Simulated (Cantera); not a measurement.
Cantera run:

```python
import numpy as np
import cantera as ct

gas_names = """
    H HNO HNO2 HNO3 HO2 H2 H2O H2O2 N NH NH2 NH3 NH2OH NO NO2 NO3 N2 N2H2 N2H4 N2O O OH O2 O3 Ta TaO
    TaO2
""".split()
cond_names = """
    H2O(s) H2O(L) Ta(cr) Ta(L) Ta2O5(s) Ta2O5(L)
""".split()


# ... load() reads the species with a 1 bar reference pressure and builds the phases ...
atoms = {
    'Ta': {'Ta': 1},
    'O2': {'O': 2},
    'NH3': {'N': 1, 'H': 3},
}
top_T = {}  # K; cautious upper limits of use, not melting points


# ... equilibrate(T, P, feed) seeds the gas with the atoms and calls Mixture.equilibrate('TP', solver="vcs", rtol=1e-11, max_steps=5000) ...
results = []
feed = {'Ta': 1, 'O2': 2.2, 'NH3': 0.31}  # mol
P = 1333.22  # Pa
for T in [1300, 1400, 1500, 1600, 1700, 1800, 1900, 2000, 2100, 2200, 2300, 2400]:
    mix = equilibrate(T, P, feed)
    results.append((T, P, feed, dict(zip(mix.species_names, mix.species_moles))))

top = {s: max(r[3][s] / sum(r[3][g] for g in gas_names) for r in results) for s in gas_names}
cols = sorted((s for s in top if top[s] > 0.0001), key=lambda s: -top[s])[:9]
seen = [c for c in cond_names if any(r[3].get(c, 0) > 1e-12 for r in results)]
print("log10 of partial pressures in bar; condensed amounts in mol")
print(f"{'T/K':>10s}" + "".join(f"{s[:9]:>10s}" for s in cols + seen))
for T, P, feed, n in results:
    ng = sum(n[g] for g in gas_names)
    print(f"{T:10.4g}" + "".join(f"{np.log10(max(n[s] / ng * P / 1e5, 1e-99)):10.3f}" for s in cols)
          + "".join(f"{n.get(c, 0):10.4g}" for c in seen))
```

It prints:

```
log10 of partial pressures in bar; condensed amounts in mol
       T/K        O2       H2O        N2        OH         O         H        H2        NO      TaO2  Ta2O5(s)  Ta2O5(L)
      1300    -2.146    -2.334    -2.812    -6.013    -7.825   -10.117    -8.323    -5.490   -19.678       0.5         0
      1400    -2.146    -2.334    -2.812    -5.546    -7.097    -9.116    -7.606    -5.228   -17.391       0.5         0
      1500    -2.146    -2.334    -2.813    -5.141    -6.465    -8.247    -6.984    -5.001   -15.417       0.5         0
      1600    -2.146    -2.335    -2.813    -4.787    -5.912    -7.485    -6.440    -4.803   -13.696       0.5         0
      1700    -2.147    -2.336    -2.815    -4.475    -5.423    -6.811    -5.959    -4.628   -12.183       0.5         0
      1800    -2.149    -2.338    -2.817    -4.198    -4.989    -6.212    -5.532    -4.473   -10.843       0.5         0
      1900    -2.151    -2.341    -2.819    -3.952    -4.601    -5.676    -5.151    -4.336    -9.649       0.5         0
      2000    -2.154    -2.347    -2.823    -3.732    -4.252    -5.194    -4.810    -4.214    -8.578       0.5         0
      2100    -2.160    -2.357    -2.828    -3.536    -3.937    -4.759    -4.504    -4.105    -7.643         0       0.5
      2200    -2.169    -2.373    -2.835    -3.362    -3.653    -4.365    -4.231    -4.010    -6.838         0       0.5
      2300    -2.183    -2.397    -2.845    -3.210    -3.396    -4.008    -3.988    -3.928    -6.108         0       0.5
      2400    -2.205    -2.435    -2.859    -3.080    -3.164    -3.687    -3.777    -3.859    -5.441         0    0.4998
```

These are equilibrium values from Cantera (NASA tables, ideal gas, pure condensed phases), not measurements of a reactor.
